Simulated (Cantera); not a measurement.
A closed system holds: 1 mol Cr, 0.35 mol N2O, 120 mol H2, at 2198 K and 0.0360 Torr.

Cantera equilibrium calculation (NASA polynomials, part measured and part estimated; ideal gas, pure solids and liquids). Candidate condensed phases: Cr, CrN, Cr2N, Cr2O3, H2O; 29 gas species. Kinetics and transport are ignored.

Base state: H 0.539, H2 0.450, Cr 0.00600, N2 0.00210, H2O 0.00160, OH 0.000266, O 0.000222, CrO 1.76e-5 (mole fractions); condensed: gas only.

**Question.** What changes in the equilibrium state with this change: pressure from 0.0360 Torr to 100 Torr?

**Answer.** 
| species | before | after |
|---|---|---|
| H2 | 0.450 | 0.971 |
| H | 0.539 | 0.0150 |
| Cr | 0.00600 | 0.00816 |
| O | 0.000222 | 6.59e-8 |
| OH | 0.000266 | 6.11e-6 |
| H2O | 0.00160 | 0.00284 |
| N2 | 0.00210 | 0.00286 |
